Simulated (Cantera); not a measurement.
## Silicon etching in halogen gases: Si + NF₃ + H₂

A closed system holds: 1 mol Si, 6.5 mol NF₃, 5.4 mol H₂, equilibrated at 1150 °C and 0.825 Torr.

These are equilibrium values from Cantera (NASA tables, ideal gas, pure condensed phases), not measurements of a reactor. Candidate condensed phases: Si, Si₃N₄; 37 gas species. Rates play no part.

The x(HF) is 0.547. The x(F) is 0.238. The x(N₂) comes out as 0.165 and the x(SiF₄) comes out as 0.0506. The x(F₂) is 1.73e-5, the gas amount comes out as 19.75 mol and the log10 activity of Si(s) (absent) is -40.58.
